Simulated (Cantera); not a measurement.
Feed: 1 mol B2H6, 0.34 mol H2O, 0.96 mol H2, at 975 °C and 0.100 bar.

Cantera equilibrium calculation (NASA polynomials, part measured and part estimated; ideal gas, pure solids and liquids). Candidate condensed phases: B, B2O3, B3O3H3, H2O; 23 gas species. The feed counts by its element totals alone. Mutual solubility and eutectic melting of coexisting phases are not modelled. Kinetics and transport are ignored.

Q: What is the equilibrium state?

A: 
| Item | Value |
|---|---|
| x(H2) | 0.997 |
| x(B3O3H3) | 0.00218 |
| x(HBO) | 0.000413 |
| x(HBO2) | 5.14e-6 |
| x(B2O2) | 2.91e-6 |
| x(H) | 1.47e-6 |
| x(H2O) | 1.03e-6 |
| n(B(s)) | 1.76 mol |
| n(B2O3(l)) | 0.103 mol |
| gas amount | 4.296 mol |
| log10 activity of B3O3H3(s) (absent) | -7.56 |
